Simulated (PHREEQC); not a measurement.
Make-up at 25 °C: 0.0019 mol/kgw HF, 0.00027 mol/kgw NH4F and 0.0047 mol/kgw HCl. Closed to the air; pH follows from the charge balance.

Model: ion-association model, wateq4f.dat, run in PHREEQC.

```
quantity                    before     after
------------------------  --------  --------
pH                            2.35      2.38
ionic strength (mol/kgw)   0.00500   0.00474
HF (mol/kgw)               0.00185  0.000230
F- (mol/kgw)              0.000301   3.96e-5
H2F2 (mol/kgw)             8.90e-6   1.38e-7
HF2- (mol/kgw)             2.14e-6   3.50e-8
```

Task: Which change was made?
A) temperature from 25 to 10 °C
B) HF left out
C) temperature from 25 to 70 °C
D) HF replaced by (NH4)2SiF6 at the same molality
E) HCl from 0.0047 to 0.00517 mol/kgw

Result: B, HF left out

No solid was allowed to form.
